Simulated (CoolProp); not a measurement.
Properties of benzene along the isotherm 346.4 K.

Computed with CoolProp (reference Helmholtz-energy equation of state, Thol 2012).

```tsv
p (kPa)	phase	cv (kJ/(kg K))	speed of sound (m/s)	viscosity (µPa s)
77.6	gas	1.144	196.3	8.71
125	liquid	1.349	1078	342
202	liquid	1.349	1078	342
327	liquid	1.349	1079	343
529	liquid	1.349	1081	343
854	liquid	1.349	1083	344
1380	liquid	1.349	1086	346
2230	liquid	1.350	1092	349
3600	liquid	1.350	1101	353
5820	liquid	1.352	1115	360
9400	liquid	1.354	1137	372
15200	liquid	1.357	1170	390
24500	liquid	1.362	1220	420
```

Viscosity comes from a separate model (Avgeri 2014).
